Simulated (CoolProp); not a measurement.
Methanol at 451.92 K and 0.656 MPa flows at 4.6 m/s in a round tube of 6 mm bore and 45 µm roughness, fully developed (64/Re and Nu = 3.66 if laminar; Colebrook and Gnielinski if turbulent). Each further row changes one setting.

Model: reference Helmholtz-energy equation of state, de Reuck 1993, in CoolProp.

```tsv
case	Reynolds number	Darcy friction factor	pressure drop (Pa/m)	heat-transfer coefficient (W/(m² K))	mass flow (kg/h)
as stated	11200	0.0400	414	___	2.75
velocity 9.2 m/s	22300	___	___	___	5.50
diameter 12 mm	22300	0.0322	___	___	___
```

Fill in the missing entries.


- as stated, heat-transfer coefficient (W/(m² K)): 268
- velocity 9.2 m/s, Darcy friction factor: 0.0375
- velocity 9.2 m/s, pressure drop (Pa/m): 1550
- velocity 9.2 m/s, heat-transfer coefficient (W/(m² K)): 526
- diameter 12 mm, pressure drop (Pa/m): 167
- diameter 12 mm, heat-transfer coefficient (W/(m² K)): 225
- diameter 12 mm, mass flow (kg/h): 11.0

Viscosity comes from a separate model (Xiang 2006). Thermal conductivity comes from a separate model (Sykioti 2013).
